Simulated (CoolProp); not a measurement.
A simple Rankine cycle with ammonia: condensing at 331.15 K, boiler at 7.01 MPa, turbine inlet 394 K, turbine efficiency 0.65, pump efficiency 0.6, no recuperator. Each further row changes one setting.

Model: reference Helmholtz-energy equation of state, Gao 2020, in CoolProp.

```tsv
case	thermal efficiency (%)	net work (kJ/kg)	heat in (kJ/kg)	turbine exit temperature (K)	volume ratio over the turbine
as stated	6.6	67.8	1030	331.1	2.64
turbine inlet 414 K	7.0	78.8	1120	339.4	2.51
condensing temperature 323.15 K	7.7	82.0	1070	323.1	3.21
boiler pressure 4.91 MPa	5.0	55.8	1120	346.9	1.82
turbine efficiency 0.55	5.4	55.3	1030	331.1	2.67
```

The expansion ends wet for: as stated; condensing temperature 323.15 K; turbine efficiency 0.55.
